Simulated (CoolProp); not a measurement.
Saturated liquid density (kg/m³) of n-undecane: the reference equation beside estimates from Tc = 638.8 K, pc = 19.90 bar, ω = 0.539. Rackett uses Z = 0.29056 − 0.08775 ω.

The numbers come from the reference Helmholtz-energy equation of state, Aleksandrov 2011 in CoolProp. It is a short technical equation, of lower accuracy than the large ones.

| T (K) | reference | Rackett | van der Waals | Redlich-Kwong | Soave-Redlich-Kwong | Peng-Robinson |
|---|---|---|---|---|---|---|
| 296.7 | 737.5 | 785.7 | 391.5 | 582.4 | 608.2 | 682.1 |
| 328.4 | ___ | 760.7 | 381.0 | 565.2 | 594.9 | 668.2 |
| 360 | 689.2 | 734.7 | 369.8 | 546.5 | 579.9 | 652.3 |
| 391.7 | 664.4 | ___ | ___ | 525.9 | 562.7 | 634.0 |
| 423.4 | 638.8 | 678.7 | 344.8 | 503.2 | 543.0 | 612.8 |
| 455.1 | 611.7 | ___ | 330.7 | 478.2 | 520.2 | 588.1 |
| 486.8 | 582.7 | 615.2 | 315.1 | ___ | 493.5 | 558.9 |
| 518.5 | 550.6 | 579.0 | 297.6 | 418.8 | 461.8 | 523.7 |
| 550.1 | 514.0 | 538.2 | 277.5 | 382.6 | 423.3 | ___ |
| 581.8 | 469.2 | 489.2 | 253.1 | 339.0 | ___ | 424.1 |
| 613.5 | 406.6 | 422.4 | 220.2 | 281.3 | 306.2 | 344.2 |

Task: What belongs in the gaps?

Result: 
- 328.4, reference: 713.4
- 391.7, Rackett: 707.4
- 391.7, van der Waals: 357.8
- 455.1, Rackett: 648.1
- 486.8, Redlich-Kwong: 450.3
- 550.1, Peng-Robinson: 480.3
- 581.8, Soave-Redlich-Kwong: 374.5

Absolute difference from the reference over all 11 rows, mean and median: Rackett 5.6 and 6.0 %, van der Waals 46.2 and 46.0 %, Redlich-Kwong 23.4 and 21.8 %, Soave-Redlich-Kwong 17.2 and 16.1 %, Peng-Robinson 6.6 and 5.4 %.
